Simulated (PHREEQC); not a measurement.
Dissolve 0.2 mol/kgw HF, 0.0037 mol/kgw NH4HF2 and 0.085 mol/kgw HCl at 25 °C. Closed to the air; pH follows from the charge balance.

The numbers come from PHREEQC with the ion-association model, wateq4f.dat.

```json
[
 {"quantity": "pH", "before": "1.16", "after": "0.87"},
 {"quantity": "H2F2 (mol/kgw)", "before": "0.0405", "after": "0.0412"},
 {"quantity": "F- (mol/kgw)", "before": "0.00156", "after": "0.000882"},
 {"quantity": "HF2- (mol/kgw)", "before": "0.000756", "after": "0.000434"}
]
```

**Question.** What was changed between the two runs?
A. HCl from 0.085 to 0.17 mol/kgw
B. NH4HF2 from 0.0037 to 0.00074 mol/kgw
C. temperature from 25 to 35 °C

**Answer.** A, HCl from 0.085 to 0.17 mol/kgw

Precipitation was switched off in this run. wateq4f.dat counts part of the HF as a dimer, H2F2, which phreeqc.dat doesn't know; its constant is uncertain.
